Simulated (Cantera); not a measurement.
Input: 1 mol Si3N4, 68 mol H2, 4 mol N2, equilibrated at 24.0 Pa.

Cantera equilibrium calculation (NASA polynomials, part measured and part estimated; ideal gas, pure solids and liquids). Candidate condensed phases: Si, Si3N4; 18 gas species. The tables' values for SiN are old estimates; treat these amounts as uncertain. Kinetics and transport are ignored. All values below are at 1875 °C.

Base state: H2 0.675, H 0.221, N2 0.0693, Si 0.0344, SiH 0.000215, SiN 2.63e-5, Si2 1.86e-5 (mole fractions); condensed: gas only.

What changes in the equilibrium state with this change: pressure from 24.0 Pa to 1.00 bar?


```csv
species,before,after
H2,0.675,0.915
N2,0.0693,0.0809
H,0.221,0.00399
Si,0.0344,0.000220
SiH2,5.88e-6,0.000212
Si2N,1.14e-6,1.35e-5
Si2,1.86e-5,3.17e-6
SiN,2.63e-5,1.17e-5
SiH,0.000215,0.000103
"Si(l), mol",0,2.96
```
Gases not in the tables: Si2H6 and higher silanes.
